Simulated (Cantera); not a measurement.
A Cantera script and what it prints.

```python
import numpy as np
import cantera as ct

gas_names = """
    H HO2 H2 H2O H2O2 O OH O2 O3 Ti TiO TiO2
""".split()
cond_names = """
    H2O(s) H2O(L) Ti(a) Ti(b) Ti(L) TiO(a) TiO(b) TiO(L) TiO2(ru) TiO2(L) Ti2O3(a) Ti2O3(b) Ti2O3(L)
    Ti3O5(a) Ti3O5(b) Ti3O5(L) Ti4O7(s) Ti4O7(L)
""".split()


# ... load() reads the species with a 1 bar reference pressure and builds the phases ...
atoms = {
    'TiO2': {'Ti': 1, 'O': 2},
    'H2': {'H': 2},
}
top_T = {}  # K; cautious upper limits of use, not melting points


# ... equilibrate(T, P, feed) seeds the gas with the atoms and calls Mixture.equilibrate('TP', solver="vcs", rtol=1e-11, max_steps=5000) ...
results = []
T = 1450  # K
P = 1000  # Pa
for m in [1, 2.3, 4.9, 11, 23, 51, 110]:
    feed = {'TiO2': 1, 'H2': m}  # mol
    mix = equilibrate(T, P, feed)
    results.append((T, P, feed, dict(zip(mix.species_names, mix.species_moles))))

top = {s: max(r[3][s] / sum(r[3][g] for g in gas_names) for r in results) for s in gas_names}
cols = sorted((s for s in top if top[s] > 0.0001), key=lambda s: -top[s])[:6]
seen = [c for c in cond_names if any(r[3].get(c, 0) > 1e-12 for r in results)]
print("log10 of partial pressures in bar; condensed amounts in mol")
print(f"{'n(H2)':>10s}" + "".join(f"{s[:9]:>10s}" for s in cols + seen))
for T, P, feed, n in results:
    ng = sum(n[g] for g in gas_names)
    print(f"{feed['H2']:10.4g}" + "".join(f"{np.log10(max(n[s] / ng * P / 1e5, 1e-99)):10.3f}" for s in cols)
          + "".join(f"{n.get(c, 0):10.4g}" for c in seen))
```

Output:

```
log10 of partial pressures in bar; condensed amounts in mol
     n(H2)        H2       H2O  TiO2(ru)  Ti3O5(b)  Ti4O7(s)
         1    -2.005    -3.964    0.9566         0   0.01085
       2.3    -2.005    -3.964    0.9001         0   0.02497
       4.9    -2.005    -3.964    0.7873         0   0.05319
        11    -2.005    -3.964    0.5224         0    0.1194
        23    -2.005    -3.964  0.001382         0    0.2497
        51    -2.002    -4.310         0         0      0.25
       110    -2.001    -4.563         0    0.2025    0.0981
```

Cantera equilibrium calculation (NASA polynomials, part measured and part estimated; ideal gas, pure solids and liquids). Mutual solubility and eutectic melting of coexisting phases are not modelled. Condensed phases not in the tables: Magnéli phases beyond Ti4O7.
